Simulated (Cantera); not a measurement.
An isothermal, constant-pressure homogeneous reactor starts with C2H6 : H2 : H2O = 1 : 36 : 0.47 (molar parts), at 1550 K and 0.0410 bar.

Model: GRI-Mech 3.0 (53 species, 325 reactions), integrated in Cantera. GRI-Mech 3.0 stops at C3 and has no aromatics, soot or wall deposition, so with more carbon than oxygen in the feed, carbon stays in small species such as C2H2 where larger ones or solid carbon would form. Radical loss at walls, strong at low pressure, is not modelled.

Predict: x(C2H6) at 3.00 s; x(H2) at 3.00 s; x(H) at 3.00 s; x(C2H2) at 3.00 s; x(CH4) at 3.00 s.


| Quantity | Value |
|---|---|
| x(C2H6) at 3.00 s | 9.11e-7 (gas-phase equilibrium 2.90e-8) |
| x(H2) at 3.00 s | 0.951 (gas-phase equilibrium 0.968) |
| x(H) at 3.00 s | 0.000138 (gas-phase equilibrium 0.000154) |
| x(C2H2) at 3.00 s | 0.0146 (gas-phase equilibrium 0.0178) |
| x(CH4) at 3.00 s | 0.0221 (gas-phase equilibrium 0.00261) |
